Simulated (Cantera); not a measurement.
Feed: 1 mol TiCl4, a varied amount of H2O, 1.9 mol N2, equilibrated at 777 °C and 1000 Pa.

Cantera equilibrium calculation (NASA polynomials, part measured and part estimated; ideal gas, pure solids and liquids). Candidate condensed phases: H2O, NH4Cl, Ti, TiCl2, TiCl3, TiCl4, TiN, TiO, TiO2, Ti2O3, Ti3O5, Ti4O7; 38 gas species. Condensed phases not in the tables: TiOCl. Rates play no part.

Task: At 2.7 mol H2O, list the 5 most abundant gas species with their mole fractions, and the condensed phases.

Result: HCl 0.606, N2 0.288, H2O 0.106, Cl 1.41e-5, H2 1.02e-5. Condensed: TiO2(rutile).
